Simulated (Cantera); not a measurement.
Input (Python, Cantera) and output of one run.

```python
import numpy as np
import cantera as ct

gas_names = [...]  # 114 gases of nasa_gas.yaml made of C, Fe, H, O
cond_names = """
    C(gr) C6H6(L) C7H8(L) C8H18(L),n-octa Fe(a) Fe(c) Fe(d) Fe(L) FeC5O5(L) FeO(s) FeO(L) Fe(OH)2(s)
    Fe(OH)3(s) Fe2O3(s) Fe3O4(s) H2O(s) H2O(L)
""".split()


# ... load() reads the species with a 1 bar reference pressure and builds the phases ...
atoms = {
    'Fe2O3': {'Fe': 2, 'O': 3},
    'CH4': {'C': 1, 'H': 4},
    'H2': {'H': 2},
    'CO': {'C': 1, 'O': 1},
}
top_T = {'C(gr)': 4500, 'Fe2O3(s)': 1830, 'Fe3O4(s)': 1870}  # K; cautious upper limits of use, not melting points


# ... equilibrate(T, P, feed) seeds the gas with the atoms and calls Mixture.equilibrate('TP', solver="vcs", rtol=1e-11, max_steps=5000) ...
results = []
P = 13  # Pa
for T in [1700, 1775, 1850, 1925, 2000, 2075, 2150, 2225, 2300]:
    for m in [0.48, 0.55, 0.62, 0.71, 0.8, 0.91, 1, 1.2, 1.3, 1.5, 1.7, 1.9, 2.2]:
        feed = {'Fe2O3': 1, 'CH4': m, 'H2': 1.7, 'CO': 0.55}  # mol
        mix = equilibrate(T, P, feed)
        results.append((T, P, feed, dict(zip(mix.species_names, mix.species_moles))))

for T, P, feed, n in results:
    print(f"{T:7g} {feed['CH4']:10.4g}  " + (" + ".join(c for c in cond_names if n.get(c, 0) > 1e-12) or "gas only"))
```

It prints:

```
   1700       0.48  Fe(d) + FeO(L)
   1700       0.55  Fe(d) + FeO(L)
   1700       0.62  Fe(d) + FeO(L)
   1700       0.71  Fe(d) + FeO(L)
   1700        0.8  Fe(d) + FeO(L)
   1700       0.91  Fe(d) + FeO(L)
   1700          1  Fe(d) + FeO(L)
   1700        1.2  Fe(d) + FeO(L)
   1700        1.3  Fe(d) + FeO(L)
   1700        1.5  Fe(d)
   1700        1.7  Fe(d)
   1700        1.9  Fe(d)
   1700        2.2  Fe(d)
   1775       0.48  FeO(L)
   1775       0.55  FeO(L)
   1775       0.62  FeO(L)
   1775       0.71  FeO(L)
   1775        0.8  Fe(d) + FeO(L)
   1775       0.91  Fe(d) + FeO(L)
   1775          1  Fe(d) + FeO(L)
   1775        1.2  Fe(d) + FeO(L)
   1775        1.3  Fe(d) + FeO(L)
   1775        1.5  Fe(d)
   1775        1.7  Fe(d)
   1775        1.9  Fe(d)
   1775        2.2  Fe(d)
   1850       0.48  FeO(L)
   1850       0.55  FeO(L)
   1850       0.62  FeO(L)
   1850       0.71  FeO(L)
   1850        0.8  FeO(L)
   1850       0.91  FeO(L)
   1850          1  FeO(L)
   1850        1.2  gas only
   1850        1.3  gas only
   1850        1.5  gas only
   1850        1.7  gas only
   1850        1.9  gas only
   1850        2.2  gas only
   1925       0.48  FeO(L)
   1925       0.55  FeO(L)
   1925       0.62  FeO(L)
   1925       0.71  gas only
   1925        0.8  gas only
   1925       0.91  gas only
   1925          1  gas only
   1925        1.2  gas only
   1925        1.3  gas only
   1925        1.5  gas only
   1925        1.7  gas only
   1925        1.9  gas only
   1925        2.2  gas only
   2000       0.48  gas only
   2000       0.55  gas only
   2000       0.62  gas only
   2000       0.71  gas only
   2000        0.8  gas only
   2000       0.91  gas only
   2000          1  gas only
   2000        1.2  gas only
   2000        1.3  gas only
   2000        1.5  gas only
   2000        1.7  gas only
   2000        1.9  gas only
   2000        2.2  gas only
   2075       0.48  gas only
   2075       0.55  gas only
   2075       0.62  gas only
   2075       0.71  gas only
   2075        0.8  gas only
   2075       0.91  gas only
   2075          1  gas only
   2075        1.2  gas only
   2075        1.3  gas only
   2075        1.5  gas only
   2075        1.7  gas only
   2075        1.9  gas only
   2075        2.2  gas only
   2150       0.48  gas only
   2150       0.55  gas only
   2150       0.62  gas only
   2150       0.71  gas only
   2150        0.8  gas only
   2150       0.91  gas only
   2150          1  gas only
   2150        1.2  gas only
   2150        1.3  gas only
   2150        1.5  gas only
   2150        1.7  gas only
   2150        1.9  gas only
   2150        2.2  gas only
   2225       0.48  gas only
   2225       0.55  gas only
   2225       0.62  gas only
   2225       0.71  gas only
   2225        0.8  gas only
   2225       0.91  gas only
   2225          1  gas only
   2225        1.2  gas only
   2225        1.3  gas only
   2225        1.5  gas only
   2225        1.7  gas only
   2225        1.9  gas only
   2225        2.2  gas only
   2300       0.48  gas only
   2300       0.55  gas only
   2300       0.62  gas only
   2300       0.71  gas only
   2300        0.8  gas only
   2300       0.91  gas only
   2300          1  gas only
   2300        1.2  gas only
   2300        1.3  gas only
   2300        1.5  gas only
   2300        1.7  gas only
   2300        1.9  gas only
   2300        2.2  gas only
```

Cantera equilibrium calculation (NASA polynomials, part measured and part estimated; ideal gas, pure solids and liquids). Mutual solubility and eutectic melting of coexisting phases are not modelled. The tables' stoichiometric FeO is somewhat more stable than real wüstite, so its field is too wide. FeO: taken at fixed stoichiometry.
